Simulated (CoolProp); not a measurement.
Saturation properties of octamethylcyclotetrasiloxane (D4) (Tc = 586.5 K, pc = 1.347 MPa, ω = 0.598).

The numbers come from the reference Helmholtz-energy equation of state, Thol 2015 in CoolProp.

```tsv
T (K)	p (MPa)	liquid density (kg/m³)	vapour density (kg/m³)
406.4	0.02971	822.0	2.692
422.5	…	801.2	4.343
438.5	…	779.8	…
454.6	0.1169	757.3	10.03
470.7	0.1708	733.6	…
486.8	0.2420	708.5	20.75
502.8	0.3335	681.5	29.01
518.9	0.4503	651.6	40.25
535	0.5965	…	55.80
551.1	0.7777	577.2	…
567.1	1.000	524.2	113.9
```

Question: Fill in the missing entries.

Answer: 
- 422.5, p (MPa): 0.04911
- 438.5, p (MPa): 0.07721
- 438.5, vapour density (kg/m³): 6.704
- 470.7, vapour density (kg/m³): 14.58
- 535, liquid density (kg/m³): 617.7
- 551.1, vapour density (kg/m³): 78.26

It boils at 448.9 K under 1 atm.
